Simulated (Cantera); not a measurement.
Transport properties of process gases

Gas mixture: 100 % C₂H₂, at 0.135 Torr, frozen composition.

Cantera's kinetic-theory transport with the Lennard-Jones parameters of GRI-Mech 3.0, ideal gas; thermal conductivity in the mixture-averaged form. The composition is frozen, though it would react at the higher temperatures.

| T (K) | ρ (kg/m³) | cp (J/kg/K) | μ (µPa s) | λ (mW/m/K) | Pr | D (cm²/s) O | D (cm²/s) CO₂ | D (cm²/s) H₂ |
|---|---|---|---|---|---|---|---|---|
| 400 | 0.000141 | 1931 | 13.6 | 35.7 | 0.734 | 2410 | 1190 | 5760 |
| 650 | 8.67e-5 | 2288 | 20.1 | 62.4 | 0.736 | 5580 | 2890 | 13100 |
| 900 | 6.26e-5 | 2526 | 25.5 | 87.7 | 0.734 | 9680 | 5100 | 22600 |
| 1150 | 4.90e-5 | 2718 | 30.2 | 112 | 0.734 | 14600 | 7780 | 34000 |
| 1400 | 4.03e-5 | 2870 | 34.5 | 135 | 0.734 | 20300 | 10900 | 47200 |
| 1650 | 3.42e-5 | 2988 | 38.5 | 157 | 0.733 | 26600 | 14300 | 61900 |
D: mixture-averaged diffusion coefficient of that species in the mixture.
